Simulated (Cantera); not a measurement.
**Hydrocarbon pyrolysis for carbon deposition**

A perfectly stirred reactor is fed with 1.59 % C₂H₄, 98.4 % H₂, at 20.0 Torr; it is held at 1398 K, and followed from long to short residence time.

Detailed kinetics in Cantera: GRI-Mech 3.0 (53 species, 325 reactions). GRI-Mech 3.0 was tuned for natural gas; its chemistry of ethylene as a main component is partial and can be far from experiment. GRI-Mech 3.0 stops at C3 and has no aromatics, soot or wall deposition, so with more carbon than oxygen in the feed, carbon stays in small species such as C2H2 where larger ones or solid carbon would form. Radical loss at walls, strong at low pressure, is not modelled.

| τ (s) | x C₂H₄ | x H₂ | x CH₂ | x C₂H₆ | x CH₃ | x C₂H |
|---|---|---|---|---|---|---|
| 1.6 | 0.00430 | 0.984 | 3.69e-12 | 1.08e-6 | 3.62e-8 | 1.82e-10 |
| 0.49 | 0.00918 | 0.984 | 5.83e-12 | 2.00e-6 | 2.00e-8 | 8.51e-11 |
| 0.15 | 0.0138 | 0.984 | 4.96e-12 | 1.90e-6 | 7.13e-9 | 1.56e-11 |
| 0.048 | 0.0156 | 0.984 | <1e-12 | 1.14e-7 | 2.70e-10 | <1e-12 |
| 0.015 | 0.0158 | 0.984 | <1e-12 | 1.08e-8 | 2.52e-11 | <1e-12 |
| 0.0046 | 0.0158 | 0.984 | <1e-12 | 1.59e-9 | 3.68e-12 | <1e-12 |
| 0.0014 | 0.0159 | 0.984 | <1e-12 | 3.00e-10 | <1e-12 | <1e-12 |
x: mole fraction; the columns are a selection and need not sum to one.
